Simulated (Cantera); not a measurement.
Input: 1 mol SiF4, 0.24 mol NO, 2.1 mol N2, equilibrated at 77.0 Pa.

Method: chemical equilibrium by Gibbs-energy minimisation in Cantera with the NASA 1993 tables (ideal gas, pure condensed phases). Candidate condensed phases: Si, SiO2, Si2N2O, Si3N4; 28 gas species. The tables' values for SiF3 are old estimates; treat these amounts as uncertain. Kinetics and transport are ignored.

Problem. At 1673 K, list the 5 most abundant gas species with their mole fractions, and the condensed phases.

Solution. N2 0.664, SiF4 0.299, O2 0.0353, NO 0.000984, O 0.000226. Condensed: gas only.
